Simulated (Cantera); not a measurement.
What does this Cantera script print?

```python
import numpy as np
import cantera as ct

gas_names = """
    C CN CO CO2 C2 CCN CNC C2N2 C2O C3 C3O2 C4 C4N2 C5 Cu CuO Cu2 N NCO NO NO2 NO3 N2 N2O O O2 O3
""".split()
cond_names = """
    C(gr) Cu(cr) Cu(L) CuO(s) Cu2O(s) Cu2O(L)
""".split()


def load(file, names, dense=False):
    # The tables refer to 1 bar. Condensed volumes are neglected.
    table = {s.name: s for s in ct.Species.list_from_file(file)}
    out = []
    for n in names:
        d = dict(table[n].input_data)
        d["thermo"] = dict(d["thermo"], **{"reference-pressure": 1e5})
        if dense:
            d["equation-of-state"] = {"model": "constant-volume", "density": "1e6 g/cm^3"}
        out.append(ct.Species.from_dict(d))
    return out


gas = ct.Solution(thermo="ideal-gas", species=load("nasa_gas.yaml", gas_names))
cond = {s.name: ct.Solution(thermo="fixed-stoichiometry", species=[s], name=s.name)
        for s in load("nasa_condensed.yaml", cond_names, dense=True)}
atoms = {
    'Cu': {'Cu': 1},
    'CO2': {'C': 1, 'O': 2},
    'N2': {'N': 2},
}
top_T = {'C(gr)': 4500, 'CuO(s)': 1390}  # K; cautious upper limits of use, not melting points


def equilibrate(T, P, feed):
    n = {}
    for name, mol in feed.items():
        for a, k in atoms[name].items():
            n[a] = n.get(a, 0.0) + k * mol
    gas.TPX = T, P, n
    mass = sum(n.values()) * gas.mean_molecular_weight
    gas.equilibrate("TP")
    valid = [c for c in cond.values() if c.min_temp <= T <= top_T.get(c.name, c.max_temp)]
    mix = ct.Mixture([(gas, mass / gas.mean_molecular_weight)] + [(c, 0.0) for c in valid])
    mix.T, mix.P = T, P
    mix.equilibrate("TP", solver="vcs", rtol=1e-11, max_steps=5000)
    return mix


results = []
feed = {'Cu': 1, 'CO2': 2.3, 'N2': 95}  # mol
T = 1598  # K
P = 1700000  # Pa
mix = equilibrate(T, P, feed)
results.append((T, P, feed, dict(zip(mix.species_names, mix.species_moles))))
print(gas.report(threshold=0.0001))
for i in range(1, mix.n_phases):
    print(f"{mix.phase(i).name:16s} {mix.phase_moles(i):12.5e} mol")
```

It prints:

```
       temperature   1598 K
          pressure   1.7e+06 Pa
           density   3.6327 kg/m^3
  mean mol. weight   28.392 kg/kmol
   phase of matter   gas

                          1 kg             1 kmol
                     ---------------   ---------------
          enthalpy         1.166e+06        3.3105e+07  J
   internal energy        6.9802e+05        1.9818e+07  J
           entropy            7842.6        2.2267e+05  J/K
    Gibbs function       -1.1367e+07       -3.2272e+08  J
 heat capacity c_p            1254.8             35626  J/K
 heat capacity c_v            961.96             27312  J/K

                      mass frac. Y      mole frac. X     chem. pot. / RT
                     ---------------   ---------------   ---------------
               CO2          0.036586          0.023603            -61.04
                N2           0.96335           0.97634             -23.4
     [  +25 minor]        6.6659e-05        6.2182e-05

C(gr)             0.00000e+00 mol
Cu(L)             9.99778e-01 mol
Cu2O(L)           0.00000e+00 mol
```

Cantera equilibrium calculation (NASA polynomials, part measured and part estimated; ideal gas, pure solids and liquids).
